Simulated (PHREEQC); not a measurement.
0.85 g of hydrous ferric oxide (600 m²/g; 0.2 weak and 0.005 strong sites per Fe, Dzombak-Morel constants, diffuse double layer) in 1 kg of water with 0.001 mol/kgw of an inert sodium salt and 0.0003 mol/kgw ZnCl2 and 9.6e-06 mol/kgw NaH2PO4, at 25 °C; the pH is set by adding NaOH or the inert anion's acid. Oxygen is held at 0.21 atm. CO2 from the air is kept out. No solid was allowed to form.

Base run: PHREEQC, ion-association model, wateq4f.dat. Each further column changes one thing. The table gives Zn sorbed (%).

```csv
pH,base,no electrostatic term (-no_edl),background salt from 0.001 to 0.0001 mol/kgw,oxide from 0.85 to 4.2 g/kgw
4,0.1,?,0.1,?
4.5,0.6,1.7,0.6,3.1
5.5,11.8,20.6,11.5,?
6,23.5,51.1,23.3,?
6.5,52.9,88.4,52.8,94.9
7.5,98.0,99.7,98.1,99.9
8,99.7,99.9,99.8,100.0
8.5,99.9,99.9,99.9,100.0
9.5,100.0,99.0,100.0,100.0
10,100.0,?,100.0,100.0
10.5,100.0,?,100.0,100.0
11.5,99.8,?,99.8,100.0
12,98.1,0.6,98.2,99.9
```

### Question
Fill in the missing entries.

### Answer

- 4, no electrostatic term (-no_edl): 0.2
- 4, oxide from 0.85 to 4.2 g/kgw: 0.4
- 5.5, oxide from 0.85 to 4.2 g/kgw: 46.3
- 6, oxide from 0.85 to 4.2 g/kgw: 76.7
- 10, no electrostatic term (-no_edl): 92.5
- 10.5, no electrostatic term (-no_edl): 59.4
- 11.5, no electrostatic term (-no_edl): 7.9

H3PO4, which wateq4f.dat lacks, is added to it with the constant of phreeqc.dat. The database has no phosphate complexes of Zn. In at least one series the solution becomes supersaturated in solids that the run did not let form, among them Zn(OH)2-e.
